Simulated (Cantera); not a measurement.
Input (Python, Cantera):

```python
import numpy as np
import cantera as ct

gas = ct.Solution("gri30.yaml")


def delay(T, t_max=10):
    gas.TPX = T, 210000, {'H2': 1, 'O2': 0.862, 'N2': 3.24}
    reactor = ct.IdealGasConstPressureReactor(gas, clone=False)
    net = ct.ReactorNet([reactor])
    net.rtol, net.atol = 1e-8, 1e-16
    while net.time < t_max:
        t_old, T_old = net.time, reactor.T
        net.step()
        if reactor.T > T + 400:  # ignition: a rise of 400 K
            return t_old + (T + 400 - T_old) / (reactor.T - T_old) * (net.time - t_old)
    return np.nan


taus = []
for T in [875, 925, 975, 1025, 1075, 1125]:
    taus.append(delay(T))
    print(f"T0 = {T:6g} K   tau = {taus[-1]:.4e} s")
```

Result:

```
T0 =    875 K   tau = 7.6784e-01 s
T0 =    925 K   tau = 1.4258e-01 s
T0 =    975 K   tau = 2.2816e-02 s
T0 =   1025 K   tau = 1.0747e-03 s
T0 =   1075 K   tau = 8.9899e-05 s
T0 =   1125 K   tau = 4.5688e-05 s
```

Detailed kinetics in Cantera: GRI-Mech 3.0 (53 species, 325 reactions). The hydrogen kinetics of GRI-Mech 3.0 are dated; newer H2 mechanisms differ, most at raised pressure. Below about 950 K walls govern HO2 and H2O2 in real vessels.
